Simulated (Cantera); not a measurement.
Input: 1 mol SiHCl3, 0.83 mol C3H8, 21 mol H2, equilibrated at 1.00 Torr.

Equilibrium computed with Cantera from the NASA thermochemical tables; the gas is ideal and each condensed phase is pure. Candidate condensed phases: C, C6H6, C7H8, C8H18, Si, SiC; 109 gas species. The tables' values for SiCl are old estimates; treat these amounts as uncertain. Gases not in the tables: Si2H6 and higher silanes. The numbers say what is thermodynamically allowed, not how fast it happens.

x: gas mole fraction; n: condensed amount in mol.

```csv
T (°C),x H2,x HCl,x H,x Si,x Cl,x SiCl2,n C(graphite),n SiC(s)
1225,0.886,0.113,0.000443,5.44e-8,4.57e-5,0.000336,1.50,0.991
1275,0.886,0.113,0.000794,2.08e-7,8.09e-5,0.000419,1.50,0.989
1325,0.885,0.113,0.00137,7.32e-7,0.000138,0.000516,1.50,0.986
1375,0.884,0.112,0.00229,2.38e-6,0.000228,0.000625,1.50,0.983
1425,0.883,0.112,0.00372,7.23e-6,0.000367,0.000748,1.51,0.980
1475,0.881,0.111,[?],[?],[?],[?],1.51,0.976
1525,0.878,0.110,0.00904,5.52e-5,0.000870,0.00103,1.51,0.971
1575,0.874,0.109,0.0136,0.000140,0.00129,0.00118,1.51,0.963
1625,0.868,0.108,[?],[?],[?],[?],1.52,0.952
1675,0.859,0.106,0.0287,0.000784,0.00266,0.00151,1.53,0.933
1725,0.847,0.104,0.0404,0.00174,0.00370,0.00167,1.55,0.897
1775,0.831,0.101,0.0559,0.00370,0.00503,0.00181,1.60,0.826
1825,0.808,0.0971,0.0758,0.00759,0.00670,0.00194,1.70,0.685
```

**Question.** Complete the blanks.

**Answer.** 
- 1475, x H: 0.00587
- 1475, x Si: 2.06e-5
- 1475, x Cl: 0.000572
- 1475, x SiCl2: 0.000882
- 1625, x H: 0.0199
- 1625, x Si: 0.000339
- 1625, x Cl: 0.00187
- 1625, x SiCl2: 0.00134
